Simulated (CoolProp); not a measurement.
Vapour-liquid equilibrium of R22 (1) + dimethyl ether (2) at 8.83 kPa; x and y are mole fractions of (1).

Computed with CoolProp (multi-fluid Helmholtz-energy mixture model, Kamei 1995 and Wu 2011; pair parameters Bell 2016).

Task: Give the bubble temperature and the first vapour's composition at x = 0.15, 0.35, 0.95. Is there an azeotrope?

Result: x = 0.15: 204.6 K, y = 0.119; x = 0.35: 204.8 K, y = 0.397; x = 0.95: 191.7 K, y = 0.997. y crosses x between x = 0.25 and 0.35: the model has an azeotrope there.

The pair parameters rest on a limited set of measurements; away from them the model extrapolates.
